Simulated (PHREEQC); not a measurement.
Make-up at 20 °C: 87 mmol/kgw NaHSO4, 130 mmol/kgw NaF and 4.3 mmol/kgw LiCl. Closed to the air; pH follows from the charge balance.

Equilibrium calculation in PHREEQC: ion-association model, phreeqc.dat.

This is a speciation only: nothing precipitates in the calculation.

Question: What pH does the model give?

Answer: pH 2.68.

Question: In which forms is Na present?

Answer: Na+ 91 %, NaSO4- 7.7 %, NaF 0.9 % of the Na.
